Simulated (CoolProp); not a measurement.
Values from CoolProp's reference Helmholtz-energy equation of state, Thol 2019.

### Question
Give the vapour pressure (bar), vapour density (kg/m³), liquid cp (kJ/(kg K)), surface tension (mN/m) of saturated tetradecamethylhexasiloxane (MD4M) at 57.95, 78.35 °C.

### Answer
| T (°C) | p (bar) | vapour density (kg/m³) | liquid cp (kJ/(kg K)) | surface tension (mN/m) |
|---|---|---|---|---|
| 57.95 | 0.000162 | 0.00270 | 1.79 | 15.9 |
| 78.35 | 0.000761 | 0.0120 | 1.84 | 14.6 |

Surface tension comes from a separate correlation (Mulero 2014), older than this fluid's equation and unchecked against measurements.
